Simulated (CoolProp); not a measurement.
C3F8 (R218) at 378.93 K and 2.93 MPa is throttled through a valve to 0.173 MPa with no heat exchange. Each further row changes one setting.

Computed with CoolProp (reference Helmholtz-energy equation of state, Lemmon 2006). It is a short technical equation, of lower accuracy than the large ones.

```
case                        temperature change (K)  final density (kg/m³)
--------------------------  ----------------------  ---------------------
as stated                                    -23.7                   11.2
outlet pressure 0.0519 MPa                   -24.6                   3.33
outlet pressure 0.225 MPa                    -23.3                   14.7
```
